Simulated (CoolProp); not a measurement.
Computed with CoolProp (reference Helmholtz-energy equation of state, Zhou 2011).

Question: Give the vapour pressure (bar), vapour density (kg/m³), liquid cp (kJ/(kg K)), surface tension (mN/m) of saturated dimethyl carbonate at 425.7 K.

Answer: 
```
T (K)  p (bar)  vapour density (kg/m³)  liquid cp (kJ/(kg K))  surface tension (mN/m)
-----  -------  ----------------------  ---------------------  ----------------------
425.7     5.29                    14.9                   2.14                    11.1
```

Surface tension comes from a separate correlation (Mulero 2014).
